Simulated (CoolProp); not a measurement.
Properties of ethanol at several states.

The numbers come from the reference Helmholtz-energy equation of state, Schroeder 2014 in CoolProp.

```tsv
T (K)	p (kPa)	phase	density (kg/m³)	cp (kJ/(kg K))	isothermal compressibility (1/MPa)	Prandtl number
214.7	513	liquid	[?]	1.985	0.0006739	92.4
447.1	60.6	gas	0.7553	[?]	16.60	[?]
342.7	515	liquid	745.6	[?]	[?]	9.18
324.1	2320	liquid	[?]	[?]	0.001352	[?]
```

**Question.** Complete the blanks.

**Answer.** 
- 214.7, density (kg/m³): 856.7
- 447.1, cp (kJ/(kg K)): 1.938
- 447.1, Prandtl number: 0.816
- 342.7, cp (kJ/(kg K)): 2.837
- 342.7, isothermal compressibility (1/MPa): 0.001608
- 324.1, density (kg/m³): 764.7
- 324.1, cp (kJ/(kg K)): 2.652
- 324.1, Prandtl number: 11.4

Viscosity comes from a separate model (Kiselev 2005). Thermal conductivity comes from a separate model (Assael 2013).
